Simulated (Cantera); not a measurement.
An adiabatic, constant-pressure homogeneous reactor starts with CH3OH : O2 : N2 = 1 : 0.882 : 3.32 (molar parts), at 1425 K and 10.0 bar. Integrator tolerance rtol = 1e-08.

Detailed kinetics in Cantera: GRI-Mech 3.0 (53 species, 325 reactions). GRI-Mech 3.0 was tuned for natural gas; its chemistry of methanol as a main component is partial and can be far from experiment.

**Question.** What does this change do: CH3OH 1 to 0.3 parts?

**Answer.** 
```json
[
 {"quantity": "time of steepest temperature rise", "before": "58.5 µs", "after": "83.8 µs"},
 {"quantity": "temperature at 3.00 s", "before": "2702 K", "after": "2449 K"},
 {"quantity": "equilibrium temperature", "before": "2702 K", "after": "2449 K"},
 {"quantity": "x(CH3OH) at 3.00 s", "before": "<1e-12 (gas-phase equilibrium <1e-12)", "after": "<1e-12 (gas-phase equilibrium <1e-12)"},
 {"quantity": "x(O2) at 3.00 s", "before": "0.000164 (gas-phase equilibrium 0.000164)", "after": "0.0854 (gas-phase equilibrium 0.0854)"},
 {"quantity": "x(HO2) at 3.00 s", "before": "2.91e-7 (gas-phase equilibrium 2.91e-7)", "after": "1.26e-5 (gas-phase equilibrium 1.26e-5)"},
 {"quantity": "x(C2H6) at 3.00 s", "before": "<1e-12 (gas-phase equilibrium <1e-12)", "after": "<1e-12 (gas-phase equilibrium <1e-12)"},
 {"quantity": "x(O) at 3.00 s", "before": "0.000148 (gas-phase equilibrium 0.000148)", "after": "0.00104 (gas-phase equilibrium 0.00104)"},
 {"quantity": "x(C2H4) at 3.00 s", "before": "<1e-12 (gas-phase equilibrium <1e-12)", "after": "<1e-12 (gas-phase equilibrium <1e-12)"}
]
```
